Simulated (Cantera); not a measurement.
A closed system holds: 1 mol TiC, 4.8 mol H2, equilibrated at 2675 K and 3.50 bar.

Method: chemical equilibrium by Gibbs-energy minimisation in Cantera with the NASA 1993 tables (ideal gas, pure condensed phases). Candidate condensed phases: C, C6H6, C7H8, C8H18, Ti, TiC; 77 gas species. TiC: taken at fixed stoichiometry. Equilibrium is a limit: real reactors are often held back by kinetics, nucleation or transport.

Base state: H2 0.973, H 0.0272, Ti 9.07e-5, C2H2 (acetylene) 3.35e-5, CH4 1.53e-5 (mole fractions); condensed: TiC(s).

What changes in the equilibrium state with this change: temperature from 2675 K to 2798.15 K?


```csv
species,before,after
H2,0.973,0.957
H,0.0272,0.0425
Ti,9.07e-5,0.000230
C2H2 (acetylene),3.35e-5,9.80e-5
CH3,7.39e-6,1.30e-5
CH4,1.53e-5,1.75e-5
"TiC(s), mol",1.000,0.999
```
